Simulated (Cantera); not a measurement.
Charge: 1 mol SiC, 0.24 mol O2, 89 mol N2, 0.26 mol N2O, equilibrated at 1502 °C and 1.00 Torr.

These are equilibrium values from Cantera (NASA tables, ideal gas, pure condensed phases), not measurements of a reactor. Candidate condensed phases: C, Si, SiC, SiO2, Si2N2O, Si3N4; 34 gas species. Kinetics and transport are ignored.

Base state: N2 0.991, CO 0.00435, SiO 0.00387, Si 0.000463 (mole fractions); condensed: SiC(s).

What changes in the equilibrium state with this change: temperature from 1502 °C to 925 °C?


| species | before | after |
|---|---|---|
| N2 | 0.991 | 0.997 |
| CO | 0.00435 | 0.00270 |
| SiO | 0.00387 | 2.86e-8 |
| Si | 0.000463 | <1e-9 |
| SiC(s), mol | 0.608 | 0 |
| C(graphite), mol | 0 | 0.760 |
| Si2N2O(s), mol | 0 | 0.500 |
